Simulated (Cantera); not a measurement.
Cantera run:

```python
import numpy as np
import cantera as ct

gas_names = [...]  # 109 gases of nasa_gas.yaml made of C, Cl, H, Si
cond_names = """
    C(gr) C6H6(L) C7H8(L) C8H18(L),n-octa Si(cr) Si(L) SiC(b)
""".split()


# ... load() reads the species with a 1 bar reference pressure and builds the phases ...
atoms = {
    '(CH3)2SiCl2': {'C': 2, 'H': 6, 'Si': 1, 'CL': 2},
    'CH4': {'C': 1, 'H': 4},
    'H2': {'H': 2},
}
top_T = {'C(gr)': 4500, 'SiC(b)': 3050}  # K; cautious upper limits of use, not melting points


# ... equilibrate(T, P, feed) seeds the gas with the atoms and calls Mixture.equilibrate('TP', solver="vcs", rtol=1e-11, max_steps=5000) ...
results = []
feed = {'(CH3)2SiCl2': 1, 'CH4': 2.2, 'H2': 680}  # mol
T = 1475  # K
P = 360  # Pa
mix = equilibrate(T, P, feed)
results.append((T, P, feed, dict(zip(mix.species_names, mix.species_moles))))
print(gas.report(threshold=0.0001))
for i in range(1, mix.n_phases):
    print(f"{mix.phase(i).name:16s} {mix.phase_moles(i):12.5e} mol")
```

Result:

```
       temperature   1475 K
          pressure   360 Pa
           density   6.2119e-05 kg/m^3
  mean mol. weight   2.1161 kg/kmol
   phase of matter   gas

                          1 kg             1 kmol
                     ---------------   ---------------
          enthalpy        1.6685e+07        3.5307e+07  J
   internal energy        1.0889e+07        2.3043e+07  J
           entropy        1.0655e+05        2.2548e+05  J/K
    Gibbs function       -1.4048e+08       -2.9728e+08  J
 heat capacity c_p             15245             32262  J/K
 heat capacity c_v             11316             23947  J/K

                      mass frac. Y      mole frac. X     chem. pot. / RT
                     ---------------   ---------------   ---------------
                 H         0.0001028        0.00021582           -12.092
               HCL          0.050034         0.0029041           -44.348
                H2           0.94969           0.99686           -24.184
     [ +106 minor]        0.00017816        1.7807e-05

C(gr)             3.18378e+00 mol
Si(cr)            0.00000e+00 mol
SiC(b)            9.99864e-01 mol
```

Cantera equilibrium calculation (NASA polynomials, part measured and part estimated; ideal gas, pure solids and liquids). The feed counts by its element totals alone.
